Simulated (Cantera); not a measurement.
Input: 1 mol FeS2, 0.15 mol O2, 0.65 mol CO2, equilibrated at 575 °C and 0.140 bar.

These are equilibrium values from Cantera (NASA tables, ideal gas, pure condensed phases), not measurements of a reactor. Candidate condensed phases: C, Fe, Fe(CO)5, FeO, FeS, FeSO4, FeS2, Fe2O3, Fe2(SO4)3, Fe3O4, S; 25 gas species. FeS: taken at fixed stoichiometry. Gases not in the tables: S3 to S7. Rates play no part.

Base state: CO2 0.805, SO2 0.186, S2 0.00794, S2O 0.000445, COS 0.000214, CO 0.000212 (mole fractions); condensed: FeS(s) + FeS2(s).

What changes in the equilibrium state with this change: pressure from 0.140 bar to 1.00 bar?


| species | before | after |
|---|---|---|
| CO2 | 0.805 | 0.851 |
| SO2 | 0.186 | 0.146 |
| S2 | 0.00794 | 0.00174 |
| S2O | 0.000445 | 0.000207 |
| CO | 0.000212 | 0.000106 |
| COS | 0.000214 | 0.000134 |
| FeS(s), mol | 0.164 | 0 |
| FeS2(s), mol | 0.836 | 0.943 |
| Fe3O4(s), mol | 0 | 0.0191 |

What changes in the equilibrium state with this change: pressure from 0.140 bar to 10.0 mbar?


```tsv
species	before	after
CO2	0.805	0.719
SO2	0.186	0.166
S2	0.00794	0.111
S2O	0.000445	0.00157
CO	0.000212	0.000750
COS	0.000214	0.000756
FeS(s), mol	0.164	0.354
FeS2(s), mol	0.836	0.646
```
